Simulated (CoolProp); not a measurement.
Methanol along the isobar 4000 kPa: Z from the reference equation and from simpler models built on Tc = 513.4 K, pc = 8216 kPa, ω = 0.565; each cubic takes its own stable root.

The numbers come from the reference Helmholtz-energy equation of state, de Reuck 1993 in CoolProp.

```
T (K)   phase  reference
-----  ------  ---------
257.2  liquid    0.07240
278.4  liquid    0.06851
299.7  liquid    0.06522
321    liquid    0.06245
342.3  liquid    0.06016
363.6  liquid    0.05832
384.9  liquid    0.05693
406.2  liquid    0.05605
427.5  liquid    0.05578
448.8  liquid    0.05640
470.1  liquid    0.05873
491.3     gas     0.7342
512.6     gas     0.8002
533.9     gas     0.8415
555.2     gas     0.8697
576.5     gas     0.8896
```

Problem. How far does each simpler model (van der Waals, Redlich-Kwong, Peng-Robinson) lie from the reference over these 16 states: mean and median of the absolute difference, and the worst?

Solution. 
- van der Waals: mean 212.9 %, median 103.6 %, worst +1226.1 % at 470.1 K and 4000 kPa
- Redlich-Kwong: mean 99.6 %, median 38.9 %, worst +1151.0 % at 470.1 K and 4000 kPa
- Peng-Robinson: mean 12.8 %, median 15.8 %, worst +26.3 % at 470.1 K and 4000 kPa

At some of these states van der Waals, Redlich-Kwong gives the other phase, because its saturation line lies elsewhere.
